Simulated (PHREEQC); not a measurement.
PHREEQC input (ion-association model, wateq4f.dat):

```
SOLUTION_MASTER_SPECIES
  An  An-  0  An  62.0  # stands for a non-complexing anion
SOLUTION_SPECIES
  An- = An-
    -log_k 0
    -gamma 3.0 0
PHASES
  Fix_H+
    H+ = H+
    -log_k 0
SOLUTION 1
  temp 25
  units mmol/kgw
  pH 7 charge
  Cl 0.00236
  Mn(2) 0.0009
  Sr 0.00028
  Na 10
  An 10
END
SELECTED_OUTPUT 1
  -reset false
  -pH true
  -pe true
  -ionic_strength true
  -water true
  -totals Cl Mn Na Sr Mn(2) Mn(3) Mn(6) Mn(7)
  -molalities Hfo_wOH Hfo_wOH2+ Hfo_wO- Hfo_sOH Hfo_sOH2+ Hfo_sO- Hfo_sOMn+ Hfo_wOMn+ Hfo_sOHSr+2 Hfo_wOSr+
    Hfo_wOSrOH
  -saturation_indices Pyrochroite Halite
USER_PUNCH 1
  -headings sigma psi
  10 PUNCH EDL("sigma", "Hfo"), EDL("psi", "Hfo")
PRINT
  -reset false
USE solution 1
SURFACE 1
  Hfo_wOH 6.74157e-05 600 0.03
  Hfo_sOH 1.68539e-06
EQUILIBRIUM_PHASES 1
  Fix_H+ -4 HAn 10
    -force_equality true
END
# ... the last block is repeated for the other 16 points of pH, with NaOH or the acid as the point needs
```

Selected output (columns that matter, 17 of 17 rows; pH added in front):

```
pH	mu	Mn	Na	Sr	m_Hfo_wOH	m_Hfo_wOH2+	m_Hfo_wO-	m_Hfo_sOH	m_Hfo_sOH2+	m_Hfo_sO-	si_Pyrochroite	si_Halite	sigma	psi
4	0.010133	9e-07	0.01	2.8e-07	2.7269e-05	3.9718e-05	4.2888e-07	6.8171e-07	9.9296e-07	1.0722e-08	-13.417	-9.2995	0.21589	0.18496
4.38	0.010065	8.9999e-07	0.01	2.8e-07	3.4303e-05	3.2278e-05	8.3514e-07	8.5757e-07	8.0694e-07	2.0879e-08	-12.657	-9.2993	0.17277	0.17371
4.75	0.010036	8.9997e-07	0.01	2.8e-07	3.9974e-05	2.6035e-05	1.406e-06	9.9934e-07	6.5088e-07	3.515e-08	-11.917	-9.2992	0.13533	0.16127
5.12	0.010021	8.9988e-07	0.01	2.8e-07	4.4299e-05	2.0973e-05	2.1436e-06	1.1074e-06	5.2428e-07	5.3586e-08	-11.177	-9.2991	0.10346	0.14758
5.5	0.010014	8.9946e-07	0.01	2.8e-07	4.741e-05	1.6972e-05	3.0338e-06	1.1849e-06	4.2418e-07	7.5822e-08	-10.417	-9.2991	0.076591	0.13228
5.88	0.01001	8.9743e-07	0.01	2.8e-07	4.94e-05	1.4031e-05	3.9845e-06	1.2332e-06	3.5025e-07	9.9464e-08	-9.6578	-9.2991	0.055215	0.11575
6.25	0.010008	8.8811e-07	0.01	2.7999e-07	5.0548e-05	1.1982e-05	4.8854e-06	1.2551e-06	2.9749e-07	1.213e-07	-8.9223	-9.299	0.039049	0.098506
6.62	0.010006	8.4657e-07	0.01	2.7995e-07	5.1187e-05	1.0524e-05	5.7033e-06	1.2404e-06	2.5503e-07	1.382e-07	-8.2031	-9.299	0.026757	0.080273
7	0.010005	6.9403e-07	0.01	2.7981e-07	5.153e-05	9.4228e-06	6.4557e-06	1.1363e-06	2.0778e-07	1.4235e-07	-7.5295	-9.299	0.017363	0.060805
7.38	0.010003	3.9727e-07	0.01	2.7925e-07	5.1686e-05	8.5553e-06	7.1533e-06	9.2285e-07	1.5276e-07	1.2772e-07	-7.0119	-9.299	0.010353	0.040885
7.75	0.010003	1.4476e-07	0.010001	2.7719e-07	5.1719e-05	7.9076e-06	7.7493e-06	7.4229e-07	1.1349e-07	1.1122e-07	-6.7106	-9.299	0.0049392	0.021036
8.12	0.010004	3.5936e-08	0.010003	2.6824e-07	5.1694e-05	7.4141e-06	8.2569e-06	6.603e-07	9.4702e-08	1.0547e-07	-6.5763	-9.2989	0.00018075	0.00079145
8.5	0.010007	7.3821e-09	0.010006	2.3188e-07	5.1623e-05	6.9468e-06	8.7884e-06	6.1461e-07	8.2706e-08	1.0463e-07	-6.5052	-9.2988	-0.0046966	-0.02005
8.88	0.010012	1.5598e-09	0.010012	1.4564e-07	5.1473e-05	6.4161e-06	9.4598e-06	5.5e-07	6.8558e-08	1.0108e-07	-6.424	-9.2985	-0.01026	-0.040563
9.25	0.010024	3.5404e-10	0.010025	5.8489e-08	5.1203e-05	5.8272e-06	1.0307e-05	4.8901e-07	5.5652e-08	9.8434e-08	-6.3364	-9.298	-0.017098	-0.060113
9.62	0.010051	7.9849e-11	0.010054	1.6708e-08	5.0748e-05	5.1701e-06	1.1411e-05	4.5864e-07	4.6725e-08	1.0313e-07	-6.2622	-9.2969	-0.026186	-0.079155
10	0.010117	1.8258e-11	0.010121	4.1642e-09	4.9938e-05	4.398e-06	1.299e-05	4.4492e-07	3.9184e-08	1.1573e-07	-6.1863	-9.2943	-0.038776	-0.097893
```
